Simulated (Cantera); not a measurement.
Pyrogenic steam for wet oxidation

A perfectly stirred reactor is fed with 49.0 % H₂, 32.7 % O₂, 18.3 % N₂, equivalence ratio 0.75, at 100.0 Torr; it is held at 1100 K, and followed from long to short residence time.

Detailed kinetics in Cantera: GRI-Mech 3.0 (53 species, 325 reactions). The temperature is held fixed by assumption; the heat of reaction is taken as removed at once.

| τ (s) | x H₂ | x O₂ | x H₂O₂ | x O | x N₂O |
|---|---|---|---|---|---|
| 0.90 | 0.00125 | 0.109 | 2.67e-6 | 6.77e-5 | 5.11e-8 |
| 0.31 | 0.00245 | 0.109 | 3.72e-6 | 0.000146 | 4.00e-8 |
| 0.11 | 0.00461 | 0.110 | 4.70e-6 | 0.000302 | 3.05e-8 |
| 0.037 | 0.00879 | 0.112 | 5.49e-6 | 0.000626 | 2.21e-8 |
| 0.013 | 0.0160 | 0.115 | 5.93e-6 | 0.00122 | 1.57e-8 |
| 0.0044 | 0.0292 | 0.120 | 5.99e-6 | 0.00237 | 1.07e-8 |
| 0.0015 | 0.0514 | 0.131 | 5.66e-6 | 0.00442 | 7.18e-9 |
| 0.00053 | 0.0860 | 0.148 | 4.99e-6 | 0.00770 | 4.68e-9 |
x: mole fraction; the columns are a selection and need not sum to one.
